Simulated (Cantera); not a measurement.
A freely propagating, adiabatic, planar premixed flame of CH₄ : H₂ : O₂ : N₂ = 1 : 0.25 : 2.19 : 8.24 (molar parts), equivalence ratio 0.97, unburnt at 523 K and 400000 Pa; mixture-averaged transport, grid criteria slope 0.08 and curve 0.16, no radiation.

Model: GRI-Mech 3.0 (53 species, 325 reactions), integrated in Cantera. Burning velocities carry a grid error of a few per cent, more on coarse grids.

x: mole fraction of selected species; z is measured from the peak of heat release.

| z (mm) | T (K) | u (m/s) | x CH₄ | x H₂ | x O₂ | x C₂H₂ | x C₂H₄ | x O |
|---|---|---|---|---|---|---|---|---|
| -0.358 | 523 | 0.684 | 0.0856 | 0.0213 | 0.188 | <1e-8 | 1.77e-8 | <1e-8 |
| -0.238 | 527 | 0.689 | 0.0854 | 0.0211 | 0.187 | 4.63e-8 | 3.83e-7 | <1e-8 |
| -0.179 | 537 | 0.702 | 0.0848 | 0.0208 | 0.187 | 2.25e-7 | 1.89e-6 | <1e-8 |
| -0.119 | 610 | 0.799 | 0.0805 | 0.0203 | 0.182 | 2.47e-6 | 2.17e-5 | <1e-8 |
| -0.0596 | 1023 | 1.35 | 0.0563 | 0.0195 | 0.147 | 2.72e-5 | 0.000239 | … |
| -0.0298 | 1447 | 1.92 | 0.0303 | 0.0190 | 0.106 | 7.21e-5 | 0.000490 | … |
| 0 | 1848 | 2.47 | 0.00643 | 0.0165 | 0.0582 | 0.000120 | 0.000261 | … |
| 0.0298 | 2020 | 2.69 | 0.000333 | 0.0117 | 0.0326 | 1.58e-5 | 8.54e-6 | … |
| 0.0596 | 2088 | 2.77 | 8.79e-6 | 0.00959 | 0.0244 | 3.63e-7 | 6.88e-8 | … |
| 0.119 | 2169 | 2.86 | 1.20e-8 | 0.00825 | 0.0193 | <1e-8 | <1e-8 | … |
| 0.238 | 2250 | 2.95 | <1e-8 | 0.00643 | 0.0156 | <1e-8 | <1e-8 | … |
| 0.477 | 2312 | 3.02 | <1e-8 | 0.00461 | 0.0128 | <1e-8 | <1e-8 | … |
| 0.953 | 2349 | 3.06 | <1e-8 | 0.00343 | 0.0109 | <1e-8 | <1e-8 | … |

### Question
Fill in the missing entries.

### Answer

- -0.0596, x O: 4.61e-6
- -0.0298, x O: 7.57e-5
- 0, x O: 0.000658
- 0.0298, x O: 0.00205
- 0.0596, x O: 0.00246
- 0.119, x O: 0.00198
- 0.238, x O: 0.00125
- 0.477, x O: 0.000724
- 0.953, x O: 0.000468
